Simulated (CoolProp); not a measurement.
Methanol along the isobar 3.3 MPa: density (kg/m³) from the reference equation and from simpler models built on Tc = 513.4 K, pc = 8.216 MPa, ω = 0.565; each cubic takes its own stable root.

Model: reference Helmholtz-energy equation of state, de Reuck 1993, in CoolProp.

```tsv
T (K)	phase	reference	van der Waals	Redlich-Kwong	Soave-Redlich-Kwong	Peng-Robinson
448.9	liquid	606.0	35.40	37.63	437.4	496.0
466	gas	39.69	33.20	34.72	36.00	36.77
483.1	gas	34.20	31.34	32.41	33.00	33.65
500.3	gas	31.07	29.71	30.47	30.67	31.23
517.4	gas	28.89	28.29	28.84	28.79	29.29
534.5	gas	27.21	27.03	27.42	27.21	27.65
551.6	gas	25.85	25.89	26.17	25.85	26.25
568.7	gas	24.70	24.86	25.05	24.67	25.03
585.8	gas	23.70	23.92	24.05	23.62	23.95
602.9	gas	22.83	23.06	23.14	22.68	22.98
620	gas	22.05	22.27	22.31	21.83	22.11
```

At some of these states van der Waals, Redlich-Kwong gives the other phase, because its saturation line lies elsewhere.
